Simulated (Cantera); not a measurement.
Ignition delay

Mixture: CO : H2 : O2 : N2 = 1 : 0.3 : 0.361 : 1.36 (molar parts), equivalence ratio 1.8, at 101000 Pa, adiabatic and at constant volume. Ignition delay is the time to a rise of 400 K.

Model: GRI-Mech 3.0 (53 species, 325 reactions), integrated in Cantera. Where the delays flatten at high temperature, the 400 K rule measures the pace of heat release, not the induction time.

```tsv
T0 (K)	delay (ms)
950	1.60
1025	0.265
1100	0.125
1175	0.0772
1250	0.0541
1325	0.0412
1400	0.0334
1475	0.0285
1550	0.0255
```
